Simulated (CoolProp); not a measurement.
Tetradecamethylhexasiloxane (MD4M) along the isobar 0.788 MPa: fugacity coefficient from the reference equation and from simpler models built on Tc = 653.2 K, pc = 0.8286 MPa, ω = 0.800; each cubic takes its own stable root.

Model: reference Helmholtz-energy equation of state, Thol 2019, in CoolProp.

| T (K) | phase | reference |
|---|---|---|
| 494 | liquid | 0.05332 |
| 505.8 | liquid | 0.07124 |
| 517.7 | liquid | 0.09338 |
| 529.5 | liquid | 0.1197 |
| 541.3 | liquid | 0.1508 |
| 553.1 | liquid | 0.1867 |
| 564.9 | liquid | 0.2275 |
| 576.7 | liquid | 0.2733 |
| 588.5 | liquid | 0.3238 |
| 600.3 | liquid | 0.3787 |

How far does each simpler model (van der Waals, Redlich-Kwong, Peng-Robinson) lie from the reference over these 10 states: mean and median of the absolute difference, and the worst?


- van der Waals: mean 198.4 %, median 160.7 %, worst +464.0 % at 494 K and 0.788 MPa
- Redlich-Kwong: mean 105.5 %, median 91.2 %, worst +222.2 % at 494 K and 0.788 MPa
- Peng-Robinson: mean 3.0 %, median 3.0 %, worst +3.6 % at 494 K and 0.788 MPa
